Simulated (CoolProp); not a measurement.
The fluid at 293.15 K and 2.33 MPa flows at 2.9 m/s in a round tube of 20 mm bore and 1.5 µm roughness, fully developed (64/Re and Nu = 3.66 if laminar; Colebrook and Gnielinski if turbulent). The same conditions are run with several fluids, on thermodynamics alone (safety and materials aside).

Model: reference Helmholtz-energy equation of state of each fluid (c-C4F8 (RC318): Platzer 1990; R152A: Outcalt 1996; n-hexane: Thol 2019; R142b: Lemmon 2006; R507A: Lemmon 2003), in CoolProp. The equations of Platzer and Polt are older, rougher fits. Blends and air are pseudo-pure fits.

```
fluid           Reynolds number  Darcy friction factor  pressure drop (Pa/m)  heat-transfer coefficient (W/(m² K))  mass flow (kg/h)
--------------  ---------------  ---------------------  --------------------  ------------------------------------  ----------------
c-C4F8 (RC318)           216000                 0.0160                  5160                                  3970              5020
R152A                    302000                 0.0152                  2930                                  5580              3010
n-hexane                 120000                 0.0178                  2470                                  4040              2170
R142b                    262000                 0.0155                  3690                                  4530              3710
R507A                    441000                 0.0144                  3280                                  5190              3560
```

Transport values come from each fluid's own correlations; those of c-C4F8 (RC318), R152A, R142b are estimates that may be off by 10 % or more.
